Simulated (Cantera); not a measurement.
A perfectly stirred reactor is fed with CH4 : N2 = 1 : 170 (molar parts), at 100.0 Torr; it is held at 2000 K, and followed from long to short residence time.

Cantera simulation using GRI-Mech 3.0 (53 species, 325 reactions); the numbers are that mechanism's predictions, not measurements. GRI-Mech 3.0 stops at C3 and has no aromatics, soot or wall deposition, so with more carbon than oxygen in the feed, carbon stays in small species such as C2H2 where larger ones or solid carbon would form.

```
quantity                  before     after
----------------------  --------  --------
x(CH4) at τ = 6.00 s     1.33e-5   5.51e-5
x(HCN) at τ = 6.00 s     0.00311   0.00129
x(H) at τ = 6.00 s      0.000277  0.000123
x(H2) at τ = 6.00 s      0.00855   0.00856
x(C2H4) at τ = 6.00 s    4.89e-8   2.85e-7
x(CH4) at τ = 0.120 s   0.000310  0.000782
x(HCN) at τ = 0.120 s   0.000417   7.46e-5
x(H) at τ = 0.120 s     0.000157   7.04e-5
x(H2) at τ = 0.120 s     0.00806   0.00736
x(C2H4) at τ = 0.120 s   6.42e-6   2.02e-5
```

Task: Name the change that produced these shifts.
A) N2 170 to 960 parts
B) pressure from 100.0 Torr to 0.0825 Torr
C) temperature 2000 to 1873 K
D) N2 170 to 77 parts

Result: C, temperature 2000 to 1873 K
